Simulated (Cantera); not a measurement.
## Adiabatic ignition

An adiabatic, constant-pressure homogeneous reactor starts with H2 : O2 : N2 = 0.4 : 1 : 3.76 (molar parts), equivalence ratio 0.20, at 1075 K and 1.01 bar.

Detailed kinetics in Cantera: the H2/O2 subset of GRI-Mech 3.0, which has no nitrogen chemistry.

```tsv
t (s)	T (K)	x H2	x O2	x H	x OH	x O
1.00e-6	1075	0.0775	0.194	6.73e-11	4.56e-12	5.85e-12
4.06e-6	1075	0.0775	0.194	2.63e-10	3.79e-11	6.99e-11
1.65e-5	1075	0.0775	0.194	2.21e-9	4.30e-10	9.70e-10
6.69e-5	1075	0.0775	0.194	1.11e-6	2.25e-7	5.17e-7
0.000272	1608	0.000442	0.160	0.000333	0.00261	0.00183
0.00110	1636	2.04e-5	0.161	3.36e-6	0.000609	8.72e-5
0.00448	1638	3.24e-6	0.161	2.24e-7	0.000247	1.42e-5
0.0182	1638	2.07e-6	0.161	1.16e-7	0.000198	9.12e-6
0.0739	1638	2.07e-6	0.161	1.16e-7	0.000198	9.10e-6
0.300	1638	2.07e-6	0.161	1.16e-7	0.000198	9.10e-6
```
x: mole fraction; the columns are a selection and need not sum to one.

```yaml
time_of_steepest_temperature_rise: 0.146 ms
temperature at 0.300 s: 1638 K
equilibrium_temperature: 1638 K
x(H2) at 0.300 s: 2.07e-6 (gas-phase equilibrium 2.07e-6)
x(O2) at 0.300 s: 0.161 (gas-phase equilibrium 0.161)
x(H) at 0.300 s: 1.16e-7 (gas-phase equilibrium 1.16e-7)
```
